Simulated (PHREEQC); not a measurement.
0.012 g of hydrous ferric oxide (600 m²/g; 0.2 weak and 0.005 strong sites per Fe, Dzombak-Morel constants, diffuse double layer) in 1 kg of water with 0.01 mol/kgw of an inert sodium salt and 3e-07 mol/kgw MgCl2 and 2.9e-06 mol/kgw ZnCl2, at 25 °C; the pH is set by adding NaOH or the inert anion's acid. Oxygen alone is held at its pressure in air (log pO2 = -0.68). CO2 from the air is kept out. No solid was allowed to form.

The numbers come from PHREEQC with the ion-association model, wateq4f.dat.

Problem. Predict Zn sorbed (%), surface charge σ (C/m²), surface potential ψ (mV) at pH = 4.33, 5, 5.67, 9, 9.67.

Solution. 
```
pH    Zn sorbed (%)  surface charge σ (C/m²)  surface potential ψ (mV)
----  -------------  -----------------------  ------------------------
4.33            0.0                    0.178                       175
5               0.1                    0.113                       152
5.67            1.1                    0.066                       125
9              98.5                   -0.009                       -36
9.67           98.4                   -0.022                       -71
```

Species that the database lacks are ignored. The oxide is taken as insoluble; below pH 4 it would dissolve.
